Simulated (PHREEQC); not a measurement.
A PHREEQC speciation (ion-association model, phreeqc.dat) at 90 °C gives pH 4.83 and these molalities:

```csv
species,mol/kgw
Cd+2,0.00764
SO4-2,0.00732
CdSO4,0.00504
Cd(SO4)2-2,0.000301
Cl-,3.55e-5
HSO4-,3.39e-5
H+,1.74e-5
CdCl+,1.45e-5
CdOH+,1.26e-6
Cd2OH+3,5.17e-8
OH-,3.20e-8
```

Problem. What are the element totals, and what could have been dissolved in 1 kg of water to give them?

Solution. This is not unique; one that fits is totals Cd 0.0130, Cl 5.00e-5, S(6) 0.0130 mol/kgw, from 0.013 mol/kgw CdSO4 and 5e-05 mol/kgw HCl.

No solid was allowed to form. Away from 25 °C the constants follow the database's enthalpies or fits; those with neither stay at their 25 °C values.
